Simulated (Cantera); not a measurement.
A closed system holds: 1 mol Cu, 1.1 mol HF, held at 1150 K and 12.0 Torr.

These are equilibrium values from Cantera (NASA tables, ideal gas, pure condensed phases), not measurements of a reactor. Candidate condensed phases: Cu, CuF2; 15 gas species. Rates play no part.

### Question
What is the equilibrium state?

### Answer
```json
{
 "x(HF)": "1.000",
 "x(CuF)": "4.72e-5",
 "x(H2)": "2.36e-5",
 "n(Cu(s))": "1.000 mol",
 "gas_amount": "1.100 mol",
 "log10 activity of CuF2(l) (absent)": "-5.69"
}
```
